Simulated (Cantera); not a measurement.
## Ammonia decomposition in nitride growth gas

An isothermal, constant-pressure homogeneous reactor starts with NH3 : H2 : N2 = 1 : 0.24 : 0.0029 (molar parts), at 1748 K and 20000 Pa.

Computed with Cantera and the gas-phase N/H chemistry of the illustrative SiF4/NH3 mechanism in the Surface Chemkin manual (1991). Walls and surfaces, which speed up NH3 decomposition in real reactors, are not modelled.

```tsv
t (s)	x NH3	x H2	x NH	x N2H2	x N	x N2H4
2.00e-6	0.805	0.193	<1e-12	<1e-12	<1e-12	<1e-12
7.43e-6	0.805	0.193	8.70e-12	1.44e-12	<1e-12	<1e-12
2.76e-5	0.805	0.193	2.25e-10	6.50e-11	<1e-12	1.06e-11
0.000102	0.805	0.193	4.18e-9	1.98e-9	5.40e-12	1.72e-10
0.000381	0.804	0.193	6.13e-8	3.93e-8	3.41e-10	2.46e-9
0.00141	0.804	0.193	6.94e-7	6.00e-7	1.25e-8	2.92e-8
0.00525	0.803	0.194	1.78e-6	1.84e-6	4.89e-8	7.82e-8
0.0195	0.798	0.198	1.79e-6	1.84e-6	4.99e-8	7.83e-8
0.0725	0.780	0.210	1.80e-6	1.77e-6	5.11e-8	7.60e-8
0.269	0.719	0.255	1.79e-6	1.54e-6	5.47e-8	6.83e-8
1.00	0.545	0.381	1.72e-6	9.98e-7	6.23e-8	4.76e-8
```
x: mole fraction; the columns are a selection and need not sum to one.

Equilibrium at this temperature and pressure: NH3 2.09e-6, H2 0.775, NH 9.88e-11, N2H2 <1e-12, N 1.49e-11, N2H4 <1e-12 (gas phase only).
